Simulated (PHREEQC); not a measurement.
A solution holds 0.00012 mol/kgw Ca(HCO3)2 and 0.00044 mol/kgw Na2SO4, at 25 °C. Closed to the air; pH follows from the charge balance.

Computed with PHREEQC (ion-association model, wateq4f.dat).

```json
[
 {"quantity": "pH", "before": "8.15", "after": "7.87"},
 {"quantity": "ionic strength (mol/kgw)", "before": "0.00165", "after": "0.00164"}
]
```

What was changed between the two runs?
A. Ca(HCO3)2 replaced by Li2CO3 at the same molality
B. temperature from 25 to 50 °C
C. temperature from 25 to 70 °C
D. Ca(HCO3)2 replaced by CaBr2 at the same molality
E. temperature from 25 to 35 °C

B, temperature from 25 to 50 °C

No solid was allowed to form. Away from 25 °C the constants follow the database's enthalpies or fits; those with neither stay at their 25 °C values.
